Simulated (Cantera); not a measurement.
**CH₃SiCl₃ + C₂H₂ + H₂ (silicon carbide growth)**

Input: 1 mol CH₃SiCl₃, 0.014 mol C₂H₂, 1400 mol H₂, at 1902 °C and 10000 Pa.

Cantera equilibrium calculation (NASA polynomials, part measured and part estimated; ideal gas, pure solids and liquids). Candidate condensed phases: C, C₆H₆, C₇H₈, C₈H₁₈, Si, SiC; 109 gas species. The feed counts by its element totals alone. Gases not in the tables: Si₂H₆ and higher silanes. Rates play no part.

```
Quantity                                   Value
--------------------------------------  --------
x(H₂)                                      0.982
x(H)                                      0.0153
x(HCl)                                   0.00209
x(Si)                                   0.000526
x(C₂H₂ (acetylene))                     0.000339
x(SiH)                                   7.65e-5
x(SiH₂)                                  4.74e-5
x(Cl)                                    2.37e-5
x(Si₂C)                                  2.04e-5
gas amount                              1415 mol
log10 activity of C(graphite) (absent)     -0.41
log10 activity of Si(l) (absent)           -0.74
```
